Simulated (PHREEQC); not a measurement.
Dissolve 0.049 mol H2SO4, 3.1e-05 mol AlCl3 and 0.0067 mol CuCl2 per kg of water at 25 °C. Closed to the air; pH follows from the charge balance.

Computed with PHREEQC (ion-association model, phreeqc.dat).

Each row changes one thing in this solution. This is a speciation only: nothing precipitates in the calculation.

```json
[
 {"case": "as made", "pH": "1.27", "ionic strength (mol/kgw)": "0.0918", "HSO4- (mol/kgw)": "0.0337", "SO4-2 (mol/kgw)": "0.0133", "Cu+2 (mol/kgw)": "0.00467", "CuSO4 (mol/kgw)": "0.00196"},
 {"case": "H2SO4 from 0.049 to 0.0245 mol/kgw", "pH": "1.53", "ionic strength (mol/kgw)": "0.0587", "HSO4- (mol/kgw)": "0.0139", "SO4-2 (mol/kgw)": "0.00884", "Cu+2 (mol/kgw)": "0.00486", "CuSO4 (mol/kgw)": "0.00176"},
 {"case": "H2SO4 from 0.049 to 0.245 mol/kgw", "pH": "[?]", "ionic strength (mol/kgw)": "0.322", "HSO4- (mol/kgw)": "0.213", "SO4-2 (mol/kgw)": "0.0303", "Cu+2 (mol/kgw)": "0.00475", "CuSO4 (mol/kgw)": "0.00190"},
 {"case": "0.035 mol/kgw KCl added", "pH": "1.27", "ionic strength (mol/kgw)": "0.128", "HSO4- (mol/kgw)": "0.0323", "SO4-2 (mol/kgw)": "0.0139", "Cu+2 (mol/kgw)": "0.00478", "CuSO4 (mol/kgw)": "0.00168"},
 {"case": "CuCl2 from 0.0067 to 0.00335 mol/kgw", "pH": "1.28", "ionic strength (mol/kgw)": "0.0839", "HSO4- (mol/kgw)": "0.0345", "SO4-2 (mol/kgw)": "0.0135", "Cu+2 (mol/kgw)": "0.00230", "CuSO4 (mol/kgw)": "0.00103"},
 {"case": "temperature from 25 to 50 °C", "pH": "1.31", "ionic strength (mol/kgw)": "0.0837", "HSO4- (mol/kgw)": "0.0383", "SO4-2 (mol/kgw)": "0.00908", "Cu+2 (mol/kgw)": "0.00488", "CuSO4 (mol/kgw)": "0.00160"},
 {"case": "AlCl3 left out", "pH": "1.27", "ionic strength (mol/kgw)": "0.0917", "HSO4- (mol/kgw)": "0.0337", "SO4-2 (mol/kgw)": "0.0133", "Cu+2 (mol/kgw)": "0.00467", "CuSO4 (mol/kgw)": "0.00196"},
 {"case": "AlCl3 from 3.1e-05 to 4.65e-05 mol/kgw", "pH": "1.27", "ionic strength (mol/kgw)": "0.0918", "HSO4- (mol/kgw)": "0.0337", "SO4-2 (mol/kgw)": "0.0133", "Cu+2 (mol/kgw)": "0.00467", "CuSO4 (mol/kgw)": "0.00196"},
 {"case": "temperature from 25 to 40 °C", "pH": "[?]", "ionic strength (mol/kgw)": "0.0868", "HSO4- (mol/kgw)": "0.0365", "SO4-2 (mol/kgw)": "0.0107", "Cu+2 (mol/kgw)": "0.00479", "CuSO4 (mol/kgw)": "0.00177"}
]
```

### Question
Some entries are withheld; supply them.

### Answer

- H2SO4 from 0.049 to 0.245 mol/kgw, pH: 0.67
- temperature from 25 to 40 °C, pH: 1.29

Away from 25 °C the constants follow the database's enthalpies or fits; those with neither stay at their 25 °C values.
